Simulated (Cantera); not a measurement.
Charge: 1 mol SiH₄, 3.6 mol NO, 40 mol N₂, held at 0.133 bar.

Cantera equilibrium calculation (NASA polynomials, part measured and part estimated; ideal gas, pure solids and liquids). Candidate condensed phases: H₂O, Si, SiO₂, Si₂N₂O, Si₃N₄; 35 gas species. The tables hold silica as quartz up to 1696 K and as liquid above; real silica turns to tridymite and cristobalite and melts near 1996 K. Rates play no part.

Problem. Which condensed phases are stable at each of these points (T (°C)): 1377, 1402, 1427, 1452, 1477, 1502, 1527, 1552, 1577?

Solution. 
| T (°C) | condensed phases | Si condensed (%) |
|---|---|---|
| 1377 | SiO₂(β-quartz) | 100.0 |
| 1402 | SiO₂(β-quartz) | 100.0 |
| 1427 | SiO₂(condensed) | 100.0 |
| 1452 | SiO₂(condensed) | 100.0 |
| 1477 | SiO₂(condensed) | 100.0 |
| 1502 | SiO₂(condensed) | 100.0 |
| 1527 | SiO₂(condensed) | 100.0 |
| 1552 | SiO₂(condensed) | 100.0 |
| 1577 | SiO₂(condensed) | 100.0 |

From 1377 °C to 1402 °C the condensed part is SiO₂(β-quartz). From 1427 °C to 1577 °C the condensed part is SiO₂(condensed).
